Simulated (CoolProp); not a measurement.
Saturation properties of octamethylcyclotetrasiloxane (D4).

The numbers come from the reference Helmholtz-energy equation of state, Thol 2015 in CoolProp.

```csv
T (K),p (MPa),liquid density (kg/m³),enthalpy of vaporisation (kJ/kg),surface tension (mN/m)
349,0.002945,891.9,167.1,14.3
365.1,0.006213,872.8,161.5,13.1
381.2,0.01207,853.4,155.8,12.0
397.3,0.02183,833.5,150.1,10.8
413.4,0.03720,813.0,144.3,9.73
429.5,0.06018,791.9,138.4,8.65
445.5,0.09289,770.1,132.2,7.60
461.6,0.1384,747.2,125.7,6.56
477.7,0.1994,722.9,118.8,5.56
493.8,0.2793,697.0,111.4,4.58
509.9,0.3817,668.7,103.1,3.64
```

It boils at 448.9 K under 1 atm.

Surface tension comes from a separate correlation (Mulero 2014), older than this fluid's equation and unchecked against measurements.
